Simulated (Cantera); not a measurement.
Charge: 1 mol Si3H8, 910 mol H2, 0.025 mol HCl, at 0.240 bar.

Cantera equilibrium calculation (NASA polynomials, part measured and part estimated; ideal gas, pure solids and liquids). Candidate condensed phases: Si; 19 gas species. The feed counts by its element totals alone. Equilibrium is a limit: real reactors are often held back by kinetics, nucleation or transport.

Question: At 1450 K, list the 3 most abundant gas species with their mole fractions, and the condensed phases.

Answer: H2 1.000, HCl 2.73e-5, H 1.93e-5. Condensed: Si(s).
